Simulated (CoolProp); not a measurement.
Computed with CoolProp (reference Helmholtz-energy equation of state, Penoncello 2003).

Task: For CHF3 (R23), give the phase and the density (kg/m³), cv (kJ/(kg K)), Joule-Thomson coefficient (K/MPa), conductivity (mW/(m K)) at -39.25 °C and 10.4 MPa; -39.25 °C and 15.5 MPa; -39.25 °C and 22.4 MPa.

Result: 
- -39.25 °C and 10.4 MPa: liquid; density 1310, cv 0.727, Joule-Thomson coefficient -0.165, conductivity 110
- -39.25 °C and 15.5 MPa: liquid; density 1330, cv 0.727, Joule-Thomson coefficient -0.201, conductivity 113
- -39.25 °C and 22.4 MPa: liquid; density 1350, cv 0.728, Joule-Thomson coefficient -0.238, conductivity 117

Thermal conductivity comes from a separate model (Shan 2000).
